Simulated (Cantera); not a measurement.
A perfectly stirred reactor is fed with CO : H₂ : CH₄ : O₂ : N₂ = 1 : 0.052 : 0.69 : 2.98 : 25.9 (molar parts), at 503 Torr; it is adiabatic with a 375 K inlet, and is followed from long to short residence time, starting on the burning branch (τ in s: 0.31, 0.12, 0.05, 0.02, 0.0078, 0.0031, 0.0012, 0.00049, 0.0002, 7.8e-05, 3.1e-05, 1.2e-05, 4.9e-06).

Computed with Cantera and GRI-Mech 3.0 (53 species, 325 reactions).

x: mole fraction; the columns are a selection and need not sum to one.

```tsv
τ (s)	T (K)	x CO	x H₂	x CH₄	x N₂O	x HO₂	x C₂H	x H
0.31	1222	0.000909	5.63e-5	3.65e-5	5.02e-7	4.62e-6	<1e-12	___
0.12	1213	0.00182	0.000114	7.03e-5	3.96e-7	7.13e-6	<1e-12	___
0.050	1196	0.00359	0.000224	0.000138	2.98e-7	1.04e-5	<1e-12	___
0.020	375	0.0327	0.00170	0.0225	<1e-12	<1e-12	<1e-12	<1e-12
0.0078	375	0.0327	0.00170	0.0225	<1e-12	<1e-12	<1e-12	<1e-12
0.0031	375	0.0327	0.00170	0.0225	<1e-12	<1e-12	<1e-12	<1e-12
0.0012	375	0.0327	0.00170	0.0225	<1e-12	<1e-12	<1e-12	<1e-12
0.00049	375	0.0327	0.00170	0.0225	<1e-12	<1e-12	<1e-12	<1e-12
0.00020	375	0.0327	0.00170	0.0225	<1e-12	<1e-12	<1e-12	<1e-12
7.8e-5	375	0.0327	0.00170	0.0225	<1e-12	<1e-12	<1e-12	<1e-12
3.1e-5	375	0.0327	0.00170	0.0225	<1e-12	<1e-12	<1e-12	<1e-12
1.2e-5	375	0.0327	0.00170	0.0225	<1e-12	<1e-12	<1e-12	<1e-12
4.9e-6	375	0.0327	0.00170	0.0225	<1e-12	<1e-12	<1e-12	<1e-12
```

Task: What belongs in the gaps?

Result: 
- 0.31, x H: 9.81e-6
- 0.12, x H: 2.35e-5
- 0.050, x H: 4.92e-5
